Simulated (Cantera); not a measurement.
Charge: 1 mol C₂F₆, 8.2 mol H₂, at 3523 K and 25.5 Torr.

Equilibrium computed with Cantera from the NASA thermochemical tables; the gas is ideal and each condensed phase is pure. Candidate condensed phases: C, C₆H₆, C₇H₈, C₈H₁₈; 95 gas species. The feed counts by its element totals alone. Kinetics and transport are ignored.

Base state: H 0.583, HF 0.256, F 0.0693, H₂ 0.0299, C 0.0267, C₃ 0.0183, C₂ 0.00787, CF 0.00521 (mole fractions); condensed: gas only.

### Question
What changes in the equilibrium state with this change: temperature from 3523 K to 3298 K?

### Answer
| species | before | after |
|---|---|---|
| H | 0.583 | 0.515 |
| HF | 0.256 | 0.337 |
| H₂ | 0.0299 | 0.0683 |
| F | 0.0693 | 0.0257 |
| C | 0.0267 | 0.0107 |
| C₃ | 0.0183 | 0.0265 |
| C₄H₂ | 2.94e-6 | 4.68e-5 |
| C₂H₂ (acetylene) | 0.000459 | 0.00277 |

### Question
What changes in the equilibrium state with this change: H₂ from 8.2 to 18 mol?

### Answer
```csv
species,before,after
H,0.583,0.752
HF,0.256,0.135
H₂,0.0299,0.0498
F,0.0693,0.0284
C₃,0.0183,0.00693
C,0.0267,0.0194
CF₂,2.83e-5,3.44e-6
C₅,8.77e-5,1.74e-5
C₄,5.82e-5,1.60e-5
```
